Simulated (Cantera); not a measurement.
A closed system holds: 1 mol C₃H₆, 0.098 mol H₂O, at 19000 Pa.

Equilibrium computed with Cantera from the NASA thermochemical tables; the gas is ideal and each condensed phase is pure. Candidate condensed phases: C, C₆H₆, C₇H₈, C₈H₁₈, H₂O; 110 gas species. Rates play no part. All values below are at 2452 °C.

Base state: H₂ 0.820, H 0.130, CO 0.0287, C₂H₂ (acetylene) 0.0211, C₂H 0.000371, C₄H₂ 0.000226, C₃ 6.43e-5, CH₃ 3.71e-5 (mole fractions); condensed: C(graphite).

Problem. What changes in the equilibrium state with this change: H₂O from 0.098 to 0.048 mol?

Solution. 
```csv
species,before,after
H₂,0.820,0.833
H,0.130,0.131
C₂H₂ (acetylene),0.0211,0.0215
CO,0.0287,0.0145
CH₄,1.38e-5,1.42e-5
CH₃,3.71e-5,3.80e-5
CH₂,1.29e-5,1.31e-5
C₂H₂ (vinylidene),3.30e-5,3.35e-5
"C(graphite), mol",2.75,2.80
```
